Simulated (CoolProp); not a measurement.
Vapour-liquid equilibrium of propane (1) + R134a (2) at 314.8 K; x and y are mole fractions of (1).

Computed with CoolProp (multi-fluid Helmholtz-energy mixture model, Lemmon 2009 and Tillner-Roth 1994; pair parameters Bell 2016).

```tsv
x	bubble pressure (bar)	y at the bubble point	dew pressure at overall composition x (bar)	liquid density (mol/L)
0.05	?	0.143	?	?
0.2	15.37	?	12.97	10.60
0.35	?	0.474	15.15	10.26
0.5	?	?	17.22	10.05
0.65	17.76	0.631	17.71	10.02
0.8	?	0.731	16.50	10.15
0.95	15.32	0.904	14.79	10.42
```

**Question.** What belongs in the gaps?

**Answer.** 
- 0.05, bubble pressure (bar): 12.23
- 0.05, dew pressure at overall composition x (bar): 11.15
- 0.05, liquid density (mol/L): 11.02
- 0.2, y at the bubble point: 0.364
- 0.35, bubble pressure (bar): 16.93
- 0.5, bubble pressure (bar): 17.64
- 0.5, y at the bubble point: 0.553
- 0.8, bubble pressure (bar): 17.18

y crosses x between x = 0.5 and 0.65: the model has an azeotrope there.

The pair parameters rest on a limited set of measurements; away from them the model extrapolates.
